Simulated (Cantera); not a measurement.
What does this Cantera script print?

```python
import numpy as np
import cantera as ct

gas = ct.Solution("gri30.yaml")
gas.TPX = 950, 160000, {'CH4': 1, 'C2H6': 0.11, 'O2': 6.81, 'N2': 25.6, 'CO2': 9.2, 'H2': 0.4}
reactor = ct.IdealGasConstPressureReactor(gas, energy="on", clone=False)
net = ct.ReactorNet([reactor])
net.rtol, net.atol = 1e-08, 1e-16
show = ['CH4', 'C2H6', 'O2', 'HCN', 'H', 'H2']
times = np.geomspace(9e-06, 0.4, 11)

steps = ct.SolutionArray(gas, extra=["t"])
rows = []
print(f"{'t/s':>10s}{'T/K':>9s}{'P/Pa':>11s}" + "".join(f"{s:>11s}" for s in show))
for t in times:
    while net.time < t:
        t_next = net.step()
        steps.append(gas.state, t=t_next)
    rows.append([np.interp(t, steps.t, y) for y in (steps.T, steps.P, *steps(*show).X.T)])
    print(f"{t:10.3e}{rows[-1][0]:9.1f}{rows[-1][1]:11.4g}" + "".join(f"{x:11.3e}" for x in rows[-1][2:]))
rate = np.gradient(steps.T, steps.t)
print("integrator steps:", len(steps.t))
if steps.T.max() > steps.T[0] + 200:
    print(f"time of steepest temperature rise: {steps.t[rate.argmax()]:.4e} s")
gas.TPX = 950, 160000, {'CH4': 1, 'C2H6': 0.11, 'O2': 6.81, 'N2': 25.6, 'CO2': 9.2, 'H2': 0.4}
gas.equilibrate("HP")
print(f"equilibrium (HP): T = {gas.T:.1f} K  " + "  ".join(f"{s} {gas[s].X[0]:.3e}" for s in show))
```

Result:

```
       t/s      T/K       P/Pa        CH4       C2H6         O2        HCN          H         H2
 9.000e-06    950.0    1.6e+05  2.319e-02  2.551e-03  1.579e-01  1.558e-33  6.979e-13  9.276e-03
 2.624e-05    950.0    1.6e+05  2.319e-02  2.551e-03  1.579e-01  1.408e-32  7.777e-13  9.276e-03
 7.653e-05    950.0    1.6e+05  2.319e-02  2.551e-03  1.579e-01  1.225e-31  9.603e-13  9.276e-03
 2.231e-04    950.0    1.6e+05  2.319e-02  2.551e-03  1.579e-01  1.026e-30  1.435e-12  9.276e-03
 6.507e-04    950.0    1.6e+05  2.319e-02  2.551e-03  1.579e-01  8.045e-30  2.436e-12  9.276e-03
 1.897e-03    950.0    1.6e+05  2.319e-02  2.551e-03  1.579e-01  5.189e-29  3.706e-12  9.276e-03
 5.533e-03    950.0    1.6e+05  2.319e-02  2.551e-03  1.579e-01  2.459e-28  4.753e-12  9.276e-03
 1.613e-02    950.0    1.6e+05  2.319e-02  2.551e-03  1.579e-01  1.210e-27  8.267e-12  9.276e-03
 4.704e-02    950.0    1.6e+05  2.319e-02  2.551e-03  1.579e-01  2.244e-26  3.835e-11  9.276e-03
 1.372e-01    950.3    1.6e+05  2.317e-02  2.530e-03  1.579e-01  1.932e-21  3.160e-09  9.256e-03
 4.000e-01   1560.8    1.6e+05  5.844e-22  3.033e-40  9.829e-02  3.707e-17  2.310e-08  6.663e-07
integrator steps: 2206
time of steepest temperature rise: 2.4867e-01 s
equilibrium (HP): T = 1558.7 K  CH4 1.709e-28  C2H6 1.903e-52  O2 9.781e-02  HCN 1.771e-19  H 2.230e-08  H2 6.508e-07
```

Cantera simulation using GRI-Mech 3.0 (53 species, 325 reactions); the numbers are that mechanism's predictions, not measurements. Below about 1000 K GRI-Mech 3.0 lacks low-temperature oxidation paths.
